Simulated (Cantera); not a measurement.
An isothermal, constant-pressure homogeneous reactor starts with CH4 : O2 : N2 = 0.0085 : 0.0031 : 1 (molar parts), at 1375 K and 0.563 atm.

Detailed kinetics in Cantera: GRI-Mech 3.0 (53 species, 325 reactions). GRI-Mech 3.0 stops at C3 and has no aromatics, soot or wall deposition, so with more carbon than oxygen in the feed, carbon stays in small species such as C2H2 where larger ones or solid carbon would form.

x: mole fraction; the columns are a selection and need not sum to one.

```tsv
t (s)	x CH4	x O2	x OH	x HCO	x CH2	x NO	x O
0.000600	0.00840	0.00306	1.43e-10	<1e-12	<1e-12	<1e-12	9.01e-11
0.00153	0.00840	0.00306	2.04e-10	<1e-12	<1e-12	<1e-12	1.10e-10
0.00391	0.00840	0.00306	3.41e-10	<1e-12	<1e-12	<1e-12	1.60e-10
0.00999	0.00840	0.00306	6.18e-10	<1e-12	3.53e-12	<1e-12	2.75e-10
0.0255	0.00839	0.00306	1.07e-9	6.34e-12	1.24e-11	<1e-12	4.74e-10
0.0651	0.00837	0.00306	1.86e-9	4.02e-11	3.51e-11	<1e-12	8.36e-10
0.166	0.00827	0.00302	4.10e-9	1.95e-10	1.25e-10	<1e-12	1.95e-9
0.424	0.00768	0.00279	1.27e-8	5.04e-10	7.51e-10	1.01e-11	6.84e-9
1.08	0.00437	0.000877	2.87e-8	4.11e-10	6.50e-9	(withheld)	9.85e-9
2.77	0.00316	5.61e-5	4.79e-9	6.09e-12	6.25e-10	(withheld)	2.25e-10
7.06	0.00288	2.64e-6	2.89e-9	1.20e-12	1.15e-10	(withheld)	7.13e-12
18.0	0.00246	2.11e-9	2.71e-9	1.10e-12	8.17e-11	6.02e-10	<1e-12
46.0	0.00180	<1e-12	2.61e-9	1.22e-12	6.33e-11	2.39e-10	<1e-12
118	0.00108	<1e-12	2.52e-9	1.47e-12	4.44e-11	1.49e-10	<1e-12
300	0.000627	<1e-12	2.28e-9	1.91e-12	2.98e-11	1.29e-10	<1e-12
```

Q: Some entries are withheld; supply them.

A: 
- 1.08, x NO: 1.29e-9
- 2.77, x NO: 1.48e-9
- 7.06, x NO: 1.05e-9
